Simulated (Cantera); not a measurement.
What does this Cantera script print?

```python
import numpy as np
import cantera as ct

gas_names = """
    B BH BH2 BH3 BN BO BO2 B2 B2O B2O2 B2O3 B3O3H3 H HBO HBO2 HNO HNO2 HNO3 HO2 H2 H2O H2O2 H3B3O6 N NH
    NH2 NH3 NH2OH NO NO2 NO3 N2 N2H2 N2H4 N2O O OH O2 O3
""".split()
cond_names = """
    B(b) B(L) BN(s) B2O3(L) B3O3H3(cr) H2O(s) H2O(L)
""".split()


# ... load() reads the species with a 1 bar reference pressure and builds the phases ...
atoms = {
    'B2O3': {'B': 2, 'O': 3},
    'NH3': {'N': 1, 'H': 3},
    'N2': {'N': 2},
}
top_T = {'BN(s)': 3200}  # K; cautious upper limits of use, not melting points


# ... equilibrate(T, P, feed) seeds the gas with the atoms and calls Mixture.equilibrate('TP', solver="vcs", rtol=1e-11, max_steps=5000) ...
results = []
feed = {'B2O3': 1, 'NH3': 14, 'N2': 32}  # mol
P = 5200  # Pa
for T in [1498, 1548, 1598, 1648, 1698, 1748, 1798, 1848, 1898, 1948, 1998]:
    mix = equilibrate(T, P, feed)
    results.append((T, P, feed, dict(zip(mix.species_names, mix.species_moles))))
    x = sorted(zip(gas.X, gas.species_names), reverse=True)
    print(f"T = {T:g} K  P = {P:g} Pa  gas = {mix.phase_moles(0):.4g} mol")
    print("   x: " + "  ".join(f"{s} {v:.3e}" for v, s in x if v > 1e-06))
    print("   condensed (mol): " + ("  ".join(f"{mix.phase(i).name} {mix.phase_moles(i):.4g}"
          for i in range(1, mix.n_phases) if mix.phase_moles(i) > 1e-12) or "none"))
```

It prints:

```
T = 1498 K  P = 5200 Pa  gas = 60.1 mol
   x: N2 6.483e-01  H2 3.467e-01  HBO2 3.086e-03  H2O 8.726e-04  HBO 6.611e-04  B2O3 4.004e-04  H 4.437e-05  B2O2 9.444e-06  BO 2.213e-06
   condensed (mol): BN(s) 0.08311  B2O3(L) 0.8211
T = 1548 K  P = 5200 Pa  gas = 60.2 mol
   x: N2 6.470e-01  H2 3.449e-01  HBO2 4.674e-03  HBO 1.383e-03  B2O3 1.079e-03  H2O 8.491e-04  H 7.930e-05  B2O2 3.644e-05  BO 7.745e-06
   condensed (mol): BN(s) 0.09849  B2O3(L) 0.701
T = 1598 K  P = 5200 Pa  gas = 60.41 mol
   x: N2 6.446e-01  H2 3.419e-01  HBO2 6.866e-03  HBO 2.754e-03  B2O3 2.721e-03  H2O 8.232e-04  H 1.365e-04  B2O2 1.289e-04  BO 2.502e-05
   condensed (mol): BN(s) 0.1102  B2O3(L) 0.4813
T = 1648 K  P = 5200 Pa  gas = 60.83 mol
   x: N2 6.402e-01  H2 3.368e-01  HBO2 9.793e-03  B2O3 6.470e-03  HBO 5.236e-03  H2O 7.925e-04  B2O2 4.217e-04  H 2.266e-04  BO 7.517e-05
   condensed (mol): BN(s) 0.1059  B2O3(L) 0.06828
T = 1698 K  P = 5200 Pa  gas = 61.01 mol
   x: N2 6.392e-01  H2 3.353e-01  HBO2 8.647e-03  HBO 7.628e-03  B2O3 7.285e-03  B2O2 8.068e-04  H2O 6.134e-04  H 3.672e-04  BO 1.675e-04
   condensed (mol): BN(s) 0.009427
T = 1748 K  P = 5200 Pa  gas = 61.03 mol
   x: N2 6.391e-01  H2 3.346e-01  HBO2 8.711e-03  HBO 8.204e-03  B2O3 6.949e-03  B2O2 8.446e-04  H2O 7.249e-04  H 5.796e-04  BO 2.686e-04  BO2 1.071e-06
   condensed (mol): none
T = 1798 K  P = 5200 Pa  gas = 61.04 mol
   x: N2 6.389e-01  H2 3.340e-01  HBO2 8.906e-03  HBO 8.580e-03  B2O3 6.593e-03  H 8.923e-04  H2O 8.823e-04  B2O2 8.412e-04  BO 4.094e-04  BO2 1.900e-06
   condensed (mol): none
T = 1848 K  P = 5200 Pa  gas = 61.06 mol
   x: N2 6.387e-01  H2 3.332e-01  HBO2 9.071e-03  HBO 8.925e-03  B2O3 6.241e-03  H 1.342e-03  H2O 1.063e-03  B2O2 8.332e-04  BO 6.079e-04  BO2 3.259e-06
   condensed (mol): none
T = 1898 K  P = 5200 Pa  gas = 61.09 mol
   x: N2 6.384e-01  H2 3.323e-01  HBO 9.227e-03  HBO2 9.205e-03  B2O3 5.891e-03  H 1.976e-03  H2O 1.268e-03  BO 8.806e-04  B2O2 8.197e-04  BO2 5.421e-06
   condensed (mol): none
T = 1948 K  P = 5200 Pa  gas = 61.13 mol
   x: N2 6.380e-01  H2 3.312e-01  HBO 9.477e-03  HBO2 9.309e-03  B2O3 5.540e-03  H 2.852e-03  H2O 1.502e-03  BO 1.245e-03  B2O2 7.999e-04  BO2 8.766e-06  OH 1.170e-06
   condensed (mol): none
T = 1998 K  P = 5200 Pa  gas = 61.18 mol
   x: N2 6.375e-01  H2 3.300e-01  HBO 9.664e-03  HBO2 9.379e-03  B2O3 5.184e-03  H 4.041e-03  H2O 1.767e-03  BO 1.721e-03  B2O2 7.731e-04  BO2 1.380e-05  OH 2.153e-06
   condensed (mol): none
```

Method: chemical equilibrium by Gibbs-energy minimisation in Cantera with the NASA 1993 tables (ideal gas, pure condensed phases). Mutual solubility and eutectic melting of coexisting phases are not modelled.
